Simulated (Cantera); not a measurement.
An isothermal, constant-pressure homogeneous reactor starts with CO : O2 : H2O : N2 = 0.0059 : 0.031 : 0.04 : 1 (molar parts), at 1023 K and 1.00 atm. Integrator tolerance rtol = 1e-08.

Detailed kinetics in Cantera: GRI-Mech 3.0 (53 species, 325 reactions).

Q: What does this change do: O2 0.031 to 0.0033 parts?

A: 
| quantity | before | after |
|---|---|---|
| x(CO) at 1.00 s | 0.000417 (gas-phase equilibrium 4.44e-12) | 1.81e-5 (gas-phase equilibrium 4.04e-11) |
| x(O2) at 1.00 s | 0.0263 (gas-phase equilibrium 0.0261) | 0.000350 (gas-phase equilibrium 0.000334) |
| x(H2O) at 1.00 s | 0.0372 (gas-phase equilibrium 0.0372) | 0.0382 (gas-phase equilibrium 0.0382) |
| x(O) at 1.00 s | 1.20e-7 (gas-phase equilibrium 5.03e-11) | 6.33e-9 (gas-phase equilibrium 5.69e-12) |
| x(NO2) at 1.00 s | 2.76e-10 (gas-phase equilibrium 2.51e-7) | 5.53e-10 (gas-phase equilibrium 3.25e-9) |
| x(H2) at 1.00 s | 3.92e-6 (gas-phase equilibrium 3.94e-11) | 1.35e-5 (gas-phase equilibrium 3.58e-10) |
| x(HO2) at 1.00 s | 1.54e-6 (gas-phase equilibrium 1.71e-10) | 1.03e-7 (gas-phase equilibrium 6.59e-12) |
